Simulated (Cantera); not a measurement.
Feed: 1 mol BF3, 2.1 mol H2, a varied amount of N2, at 1175 K and 100 Torr.

These are equilibrium values from Cantera (NASA tables, ideal gas, pure condensed phases), not measurements of a reactor. Candidate condensed phases: B, BN; 31 gas species. N2 is the only nitrogen source here; it is nearly inert below about 1500 K, so the nitride shown seldom forms there in practice. Kinetics and transport are ignored.

Question: At 37 mol N2, list the 4 most abundant gas species with their mole fractions, and the condensed phases.

Answer: N2 0.922, H2 0.0503, BF3 0.0236, HF 0.00403. Condensed: BN(s).
